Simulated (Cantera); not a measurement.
Charge: 1 mol Pb, 0.028 mol O2, 5.9 mol N2, at 1300 K.

Equilibrium computed with Cantera from the NASA thermochemical tables; the gas is ideal and each condensed phase is pure. Candidate condensed phases: Pb, PbO, PbO2, Pb3O4; 12 gas species. Each liquid is taken as pure. Mutual solubility and eutectic melting of coexisting phases are not modelled. Gases not in the tables: (PbO)n polymers. The numbers say what is thermodynamically allowed, not how fast it happens.

x: gas mole fraction; n: condensed amount in mol.

```csv
P (Pa),x N2,x Pb,x PbO,x O2,n Pb(l),n PbO(l)
10,0.855,0.137,0.00804,3.73e-5,0,0
42,0.855,0.137,0.00810,9.03e-6,0,0
180,0.855,0.137,0.00811,2.12e-6,0,0
750,0.855,0.137,0.00811,5.08e-7,0,0
3200,0.909,0.0820,0.00863,3.75e-7,0.412,0
13000,0.976,0.0202,0.00347,2.47e-7,0.822,0.0350
56000,0.995,(withheld),(withheld),(withheld),0.916,0.0512
240000,0.999,(withheld),(withheld),(withheld),0.938,0.0549
1000000,1.000,0.000262,4.51e-5,3.21e-9,0.942,0.0557
```

Some entries are withheld; supply them.


- 240000, x Pb: 0.00109
- 240000, x PbO: 0.000188
- 240000, x O2: 1.34e-8
- 56000, x Pb: 0.00469
- 56000, x PbO: 0.000806
- 56000, x O2: 5.72e-8
